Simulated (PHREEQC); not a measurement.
A PHREEQC speciation (ion-association model, wateq4f.dat) at 6 °C gives pH 1.49 and these molalities:

```csv
species,mol/kgw
H+,0.0384
HSO4-,0.0156
SO4-2,0.0128
AlSO4+,0.00170
Al+3,0.000408
Al(SO4)2-,0.000286
Mg+2,4.83e-5
MgSO4,1.87e-5
AlHSO4+2,7.95e-6
AlOH+2,1.74e-8
```

### Question
What are the element totals, and what could have been dissolved in 1 kg of water to give them?

### Answer
This is not unique; one that fits is totals Al 0.00240, Mg 6.70e-5, S(6) 0.0307 mol/kgw, from 27 mmol/kgw H2SO4, 1.2 mmol/kgw Al2(SO4)3 and 0.067 mmol/kgw MgSO4.

This is a speciation only: nothing precipitates in the calculation. At this temperature some constants are extrapolated from 25 °C, and those without enthalpy data are left unchanged.
